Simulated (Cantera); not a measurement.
A perfectly stirred reactor is fed with C₂H₆ : N₂ = 1 : 46 (molar parts), at 10.00 Torr; it is held at 1623 K, and followed from long to short residence time.

Cantera simulation using GRI-Mech 3.0 (53 species, 325 reactions); the numbers are that mechanism's predictions, not measurements. GRI-Mech 3.0 stops at C3 and has no aromatics, soot or wall deposition, so with more carbon than oxygen in the feed, carbon stays in small species such as C2H2 where larger ones or solid carbon would form. Radical loss at walls, strong at low pressure, is not modelled.

Problem. What does this change do: pressure from 10.00 Torr to 975 Torr?

Solution. 
| quantity | before | after |
|---|---|---|
| x(C₂H₆) at τ = 2.80 s | 1.09e-5 | 2.43e-6 |
| x(CH₄) at τ = 2.80 s | 0.00131 | 0.00306 |
| x(CH₃) at τ = 2.80 s | 0.000216 | 2.25e-5 |
| x(C₂H₄) at τ = 2.80 s | 6.10e-5 | 9.38e-5 |
| x(CH₂) at τ = 2.80 s | 1.43e-6 | 7.68e-9 |
| x(C₂H₆) at τ = 19.0 ms | 0.00116 | 0.000159 |
| x(CH₄) at τ = 19.0 ms | 0.00507 | 0.00669 |
| x(CH₃) at τ = 19.0 ms | 0.00233 | 0.000167 |
| x(C₂H₄) at τ = 19.0 ms | 0.00359 | 0.000713 |
| x(CH₂) at τ = 19.0 ms | 1.24e-5 | 1.72e-7 |

Problem. What does this change do: temperature 1623 to 1925 K?

Solution. 
| quantity | before | after |
|---|---|---|
| x(C₂H₆) at τ = 2.80 s | 1.09e-5 | 9.17e-7 |
| x(CH₄) at τ = 2.80 s | 0.00131 | 0.000322 |
| x(CH₃) at τ = 2.80 s | 0.000216 | 0.000160 |
| x(C₂H₄) at τ = 2.80 s | 6.10e-5 | 6.26e-6 |
| x(CH₂) at τ = 2.80 s | 1.43e-6 | 4.39e-6 |
| x(C₂H₆) at τ = 19.0 ms | 0.00116 | 0.000125 |
| x(CH₄) at τ = 19.0 ms | 0.00507 | 0.00268 |
| x(CH₃) at τ = 19.0 ms | 0.00233 | 0.00218 |
| x(C₂H₄) at τ = 19.0 ms | 0.00359 | 0.000673 |
| x(CH₂) at τ = 19.0 ms | 1.24e-5 | 4.28e-5 |
